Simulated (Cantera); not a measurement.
A Cantera script and what it prints.

```python
import numpy as np
import cantera as ct

gas_names = [...]  # 113 gases of nasa_gas.yaml made of C, H, O, Ti
cond_names = """
    C(gr) C6H6(L) C7H8(L) C8H18(L),n-octa H2O(s) H2O(L) Ti(a) Ti(b) Ti(L) TiC(s) TiC(L) TiO(a) TiO(b)
    TiO(L) TiO2(ru) TiO2(L) Ti2O3(a) Ti2O3(b) Ti2O3(L) Ti3O5(a) Ti3O5(b) Ti3O5(L) Ti4O7(s) Ti4O7(L)
""".split()


# ... load() reads the species with a 1 bar reference pressure and builds the phases ...
atoms = {
    'Ti(OiPr)4': {'Ti': 1, 'C': 12, 'H': 28, 'O': 4},
    'O2': {'O': 2},
}
top_T = {'C(gr)': 4500}  # K; cautious upper limits of use, not melting points


# ... equilibrate(T, P, feed) seeds the gas with the atoms and calls Mixture.equilibrate('TP', solver="vcs", rtol=1e-11, max_steps=5000) ...
results = []
T = 1200  # K
P = 6200  # Pa
for m in [0.53, 0.75, 1.1, 1.5, 2.1, 2.9, 4.1, 5.8, 8.1, 11]:
    feed = {'Ti(OiPr)4': 1, 'O2': m}  # mol
    mix = equilibrate(T, P, feed)
    results.append((T, P, feed, dict(zip(mix.species_names, mix.species_moles))))

top = {s: max(r[3][s] / sum(r[3][g] for g in gas_names) for r in results) for s in gas_names}
cols = sorted((s for s in top if top[s] > 0.0001), key=lambda s: -top[s])[:5]
seen = [c for c in cond_names if any(r[3].get(c, 0) > 1e-12 for r in results)]
print("log10 of partial pressures in bar; condensed amounts in mol")
print(f"{'n(O2)':>10s}" + "".join(f"{s[:9]:>10s}" for s in cols + seen))
for T, P, feed, n in results:
    ng = sum(n[g] for g in gas_names)
    print(f"{feed['O2']:10.4g}" + "".join(f"{np.log10(max(n[s] / ng * P / 1e5, 1e-99)):10.3f}" for s in cols)
          + "".join(f"{n.get(c, 0):10.4g}" for c in seen))
```

It prints:

```
log10 of partial pressures in bar; condensed amounts in mol
     n(O2)        H2        CO       H2O       CO2       CH4     C(gr)  TiO2(ru)  Ti4O7(s)
      0.53    -1.300    -1.926    -4.812    -5.576    -4.402     8.684         0      0.25
      0.75    -1.311    -1.883    -4.780    -5.490    -4.424     8.245         0      0.25
       1.1    -1.328    -1.826    -4.739    -5.375    -4.457     7.546         0      0.25
       1.5    -1.346    -1.772    -4.704    -5.268    -4.494     6.748         0      0.25
       2.1    -1.373    -1.709    -4.668    -5.142    -4.547      5.55         0      0.25
       2.9    -1.405    -1.646    -4.637    -5.015    -4.612     3.953         0      0.25
       4.1    -1.450    -1.577    -4.613    -4.878    -4.702     1.557         0      0.25
       5.8    -1.508    -1.567    -2.632    -2.829    -6.845         0         1         0
       8.1    -1.610    -1.645    -2.054    -2.226    -7.808         0         1         0
        11    -1.776    -1.779    -1.779    -1.921    -8.714         0         1         0
```

Equilibrium computed with Cantera from the NASA thermochemical tables; the gas is ideal and each condensed phase is pure. The feed counts by its element totals alone. Condensed phases not in the tables: Magnéli phases beyond Ti4O7. Gases not in the tables: TiO(OH)2.
